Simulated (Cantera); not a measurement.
Equilibrium for silicon etching in halogen gases: Si + HBr + H2

A closed system holds: 1 mol Si, 15 mol HBr, 2.5 mol H2, at 75.0 Torr.

Method: chemical equilibrium by Gibbs-energy minimisation in Cantera with the NASA 1993 tables (ideal gas, pure condensed phases). Candidate condensed phases: Br2, Si; 19 gas species. The tables' values for SiBr3 are old estimates; treat these amounts as uncertain. Rates play no part.

| T (K) | log p HBr | log p H2 | log p SiBr4 | log p SiBr2 | log p Br | log p SiBr3 | log p SiHBr3 |
|---|---|---|---|---|---|---|---|
| 1175 | -1.18 | -1.57 | -2.22 | -4.82 | -4.62 | -4.47 | -4.46 |
| 1225 | -1.18 | -1.57 | -2.23 | -4.33 | -4.34 | -4.17 | -4.35 |
| 1275 | -1.17 | -1.57 | -2.24 | -3.88 | -4.09 | -3.90 | -4.25 |
| 1325 | -1.17 | -1.57 | -2.27 | -3.49 | -3.85 | -3.66 | -4.17 |
| 1375 | -1.17 | -1.58 | -2.31 | -3.16 | -3.62 | -3.47 | -4.13 |
| 1425 | -1.17 | -1.60 | -2.38 | -2.89 | -3.40 | -3.33 | -4.13 |
| 1475 | -1.16 | -1.61 | -2.49 | -2.69 | -3.20 | -3.25 | -4.17 |
| 1525 | -1.16 | -1.63 | -2.64 | -2.54 | -3.01 | -3.21 | -4.26 |
log p: log10 of the partial pressure in bar; nothing condenses.

From 1175 K to 1525 K nothing is condensed. The main Si-bearing gas is SiBr4 at 1175 K and SiBr2 at 1525 K.
